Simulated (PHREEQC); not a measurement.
Consider water at 53 °C with 0.0032 mol/kgw H3BO3 and 0.68 mol/kgw K2HPO4. Closed to the air; pH follows from the charge balance.

The numbers come from PHREEQC with the ion-association model, wateq4f.dat.

```csv
quantity,before,after
pH,8.60,8.73
ionic strength (mol/kgw),1.75,1.75
```

Task: What was changed between the two runs?
A) K2HPO4 replaced by KNO3 at the same molality
B) H3BO3 left out
C) H3BO3 from 0.0032 to 0.0064 mol/kgw
D) K2HPO4 left out

Result: B, H3BO3 left out

Precipitation was switched off in this run. The ionic strength passes 0.7 mol/kgw, the rough limit of the ion-association models, in every such run. H3PO4, which wateq4f.dat lacks, is added to it with the constant of phreeqc.dat. Constants without temperature data keep their 25 °C values here.
